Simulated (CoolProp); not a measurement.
Vapour-liquid equilibrium of R134a (1) + R152A (2) at 331.3 K; x and y are mole fractions of (1).

Model: multi-fluid Helmholtz-energy mixture model, Tillner-Roth 1994 and Outcalt 1996; pair parameters Lemmon 2004, in CoolProp.

Task: Give the bubble pressure and the first vapour's composition at x = 0.05, 0.425, 0.8. Is there an azeotrope?

Result: x = 0.05: 1440 kPa, y = 0.052; x = 0.425: 1487 kPa, y = 0.443; x = 0.8: 1560 kPa, y = 0.815. No azeotrope shows between x = 0.05 and 0.95.

The pair parameters rest on a limited set of measurements; away from them the model extrapolates.
